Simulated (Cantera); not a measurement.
Input (Python, Cantera) and output of one run.

```python
import numpy as np
import cantera as ct

gas_names = """
    Fe FeO O O2 O3 S SO SO2 SO3 S2 S2O S8
""".split()
cond_names = """
    Fe(a) Fe(c) Fe(d) Fe(L) FeO(s) FeO(L) FeS(a) FeS(b) FeS(c) FeS(L) FeSO4(s) FeS2(s) Fe2O3(s)
    Fe2S3O12(s) Fe3O4(s) S(cr1) S(cr2) S(L)
""".split()


# ... load() reads the species with a 1 bar reference pressure and builds the phases ...
atoms = {
    'FeS': {'Fe': 1, 'S': 1},
    'SO3': {'S': 1, 'O': 3},
    'O2': {'O': 2},
}
top_T = {'FeSO4(s)': 950, 'FeS2(s)': 1010, 'Fe2O3(s)': 1830, 'Fe2S3O12(s)': 1100, 'Fe3O4(s)': 1870}  # K; cautious upper limits of use, not melting points


# ... equilibrate(T, P, feed) seeds the gas with the atoms and calls Mixture.equilibrate('TP', solver="vcs", rtol=1e-11, max_steps=5000) ...
results = []
feed = {'FeS': 1, 'SO3': 4.8, 'O2': 8.2}  # mol
T = 625  # K
P = 1500000  # Pa
mix = equilibrate(T, P, feed)
results.append((T, P, feed, dict(zip(mix.species_names, mix.species_moles))))
x = sorted(zip(gas.X, gas.species_names), reverse=True)
print(f"T = {T:g} K  P = {P:g} Pa  gas = {mix.phase_moles(0):.4g} mol")
print("   x: " + "  ".join(f"{s} {v:.3e}" for v, s in x if v > 0.0001))
print("   condensed (mol): " + ("  ".join(f"{mix.phase(i).name} {mix.phase_moles(i):.4g}"
      for i in range(1, mix.n_phases) if mix.phase_moles(i) > 1e-12) or "none"))
```

Result:

```
T = 625 K  P = 1.5e+06 Pa  gas = 10.25 mol
   x: O2 5.805e-01  SO3 4.194e-01
   condensed (mol): Fe2S3O12(s) 0.5
```

Method: chemical equilibrium by Gibbs-energy minimisation in Cantera with the NASA 1993 tables (ideal gas, pure condensed phases).
